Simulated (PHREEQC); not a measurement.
**Acid rinse or clean: speciation**

Dissolve 0.0034 mol H2SO4, 0.0004 mol CuSO4 and 0.0017 mol (CH3)4NCl per kg of water at 25 °C. Closed to the air; pH follows from the charge balance.

Model: ion-association model, phreeqc.dat, run in PHREEQC.

```json
{
 "pH": "2.28",
 "ionic_strength": "0.0112 mol/kgw",
 "total_alkalinity": "-6.80 meq/kg"
}
```

```tsv
species	molality	activity	log γ
H+	0.00579	0.00527	-0.041
SO4-2	0.00271	0.00177	-0.184
(CH3)4N+	0.00170	0.00152	-0.047
Cl-	0.00170	0.00152	-0.048
HSO4-	0.00101	0.000908	-0.047
Cu+2	0.000322	0.000214	-0.178
```

Precipitation was switched off in this run. (CH3)4N+ isn't in the database: it is added as a free cation with an ion size of 4 Å.
